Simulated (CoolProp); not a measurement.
A Linde-Hampson liquefier for nitrogen: isothermal reversible compression at 250 K from 1 atm to 5 MPa, throttling to 1 atm, return gas leaving the recuperator 5 K below the feed. Each further row changes one setting.

The numbers come from the reference Helmholtz-energy equation of state, Span 2000 in CoolProp.

| case | liquid yield per pass | compression work (kJ/kg of gas) |
|---|---|---|
| as stated | … | 287 |
| high pressure 10 MPa | … | 336 |
| warm-end temperature 280 K | … | 323 |
| warm-end gap 10 K | … | 287 |

Q: What belongs in the gaps?

A: 
- as stated, liquid yield per pass: 0.027
- high pressure 10 MPa, liquid yield per pass: 0.064
- warm-end temperature 280 K, liquid yield per pass: 0.017
- warm-end gap 10 K, liquid yield per pass: 0.013
